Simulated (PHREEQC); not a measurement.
Consider water at 86 °C with 2.1 mol HCl and 0.78 mol KCl per kg of water. Closed to the air; pH follows from the charge balance.

Computed with PHREEQC (Pitzer model, pitzer.dat).

Task: The ionic strength comes out as 2.88 mol/kgw. What activity coefficients do H+, K+, Cl- get?

Result: H+ 1.6, K+ 0.86, Cl- 0.57. Single-ion values are on the MacInnes scale.

Precipitation was switched off in this run. Species that the database lacks are ignored. In brines, pH and single-ion activities rest on the MacInnes convention. Away from 25 °C the constants follow the database's enthalpies or fits; those with neither stay at their 25 °C values.
